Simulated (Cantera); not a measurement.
Input: 1 mol TiO2, 2500 mol H2, at 1750 K and 11000 Pa.

Method: chemical equilibrium by Gibbs-energy minimisation in Cantera with the NASA 1993 tables (ideal gas, pure condensed phases). Candidate condensed phases: H2O, Ti, TiO, TiO2, Ti2O3, Ti3O5, Ti4O7; 12 gas species. Rates play no part.

Base state: H2 0.999, H 0.000701, H2O 0.000200 (mole fractions); condensed: Ti2O3(s).

Task: What changes in the equilibrium state with this change: temperature from 1750 K to 1300 K?

Result: 
```
species          before     after
-------------  --------  --------
H2                0.999     1.000
H2O            0.000200  0.000133
H              0.000701   3.34e-6
Ti2O3(s), mol     0.500         0
Ti3O5(s), mol         0     0.333
```

Task: What changes in the equilibrium state with this change: pressure from 11000 Pa to 40.0 Pa?

Result: 
```json
[
 {"species": "H2", "before": "0.999", "after": "0.988"},
 {"species": "H", "before": "0.000701", "after": "0.0116"},
 {"species": "H2O", "before": "0.000200", "after": "0.000203"},
 {"species": "Ti2O3(s), mol", "before": "0.500", "after": "0.489"}
]
```
